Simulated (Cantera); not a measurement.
Input: 1 mol Cr2O3, 8.7 mol H2, 1.1 mol N2, equilibrated at 0.133 bar.

Equilibrium computed with Cantera from the NASA thermochemical tables; the gas is ideal and each condensed phase is pure. Candidate condensed phases: Cr, CrN, Cr2N, Cr2O3, H2O; 29 gas species. Mutual solubility and eutectic melting of coexisting phases are not modelled. The numbers say what is thermodynamically allowed, not how fast it happens.

Problem. At 1798 K, list the 5 most abundant gas species with their mole fractions, and the condensed phases.

Solution. H2 0.881, N2 0.112, H2O 0.00565, H 0.000905, Cr 0.000676. Condensed: Cr(s) + Cr2O3(s).
